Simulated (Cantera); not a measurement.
**Transport properties of process gases**

Gas mixture: O2 : N2O = 0.42 : 0.44 (molar parts), at 7500 Torr, frozen composition.

Cantera's kinetic-theory transport with the Lennard-Jones parameters of GRI-Mech 3.0, ideal gas; thermal conductivity in the multicomponent form. The composition is frozen, though it would react at the higher temperatures.

```tsv
T (K)	ρ (kg/m³)	cp (J/kg/K)	μ (µPa s)	λ (mW/m/K)	Pr	D (cm²/s) C2H2	D (cm²/s) H2O	D (cm²/s) H2
400	11.5	958.4	22.0	28.9	0.728	0.0243	0.0341	0.120
650	7.06	1082	32.0	47.3	0.731	0.0578	0.0856	0.272
900	5.10	1164	40.3	64.2	0.731	0.101	0.154	0.469
1150	3.99	1213	47.7	79.2	0.731	0.154	0.238	0.705
1400	3.28	1248	54.4	93.0	0.730	0.215	0.335	0.977
1650	2.78	1276	60.7	106	0.729	0.283	0.444	1.28
1900	2.41	1298	66.5	118	0.729	0.358	0.564	1.62
2150	2.13	1316	72.1	130	0.728	0.439	0.694	1.99
```
D: mixture-averaged diffusion coefficient of that species in the mixture.
